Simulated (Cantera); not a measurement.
Feed: 1 mol Cu₂O, 1.5 mol H₂, 0.28 mol H₂O, at 0.133 bar.

Method: chemical equilibrium by Gibbs-energy minimisation in Cantera with the NASA 1993 tables (ideal gas, pure condensed phases). Candidate condensed phases: Cu, CuO, Cu(OH)₂, Cu₂O, H₂O; 12 gas species. Rates play no part.

Problem. Which condensed phases are stable at each of these points (T (K)): 750, 825, 900, 975, 1050, 1125, 1200, 1275, 1350, 1425, 1500, 1575, 1650, 1725?

Solution. 
```tsv
T (K)	condensed phases	Cu condensed (%)
750	Cu(s)	100.0
825	Cu(s)	100.0
900	Cu(s)	100.0
975	Cu(s)	100.0
1050	Cu(s)	100.0
1125	Cu(s)	100.0
1200	Cu(s)	100.0
1275	Cu(s)	100.0
1350	Cu(s)	100.0
1425	Cu(l)	100.0
1500	Cu(l)	100.0
1575	Cu(l)	100.0
1650	Cu(l)	99.9
1725	Cu(l)	99.9
```

From 750 K to 1350 K the condensed part is Cu(s). From 1425 K to 1725 K the condensed part is Cu(l).
